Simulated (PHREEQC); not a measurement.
**Phosphoric acid bath (model solution)**

Make-up at 25 °C: 0.0017 mol/kgw H3PO4, 0.12 mol/kgw H2SO4 and 0.1 mol/kgw NH3. Closed to the air; pH follows from the charge balance.

Model: ion-association model, phreeqc.dat, run in PHREEQC.

This is a speciation only: nothing precipitates in the calculation.

Question: Estimate the pH.

Answer: pH 1.27.

Question: In which forms is N present?

Answer: NH4+ 89 %, NH4SO4- 11 % of the N.
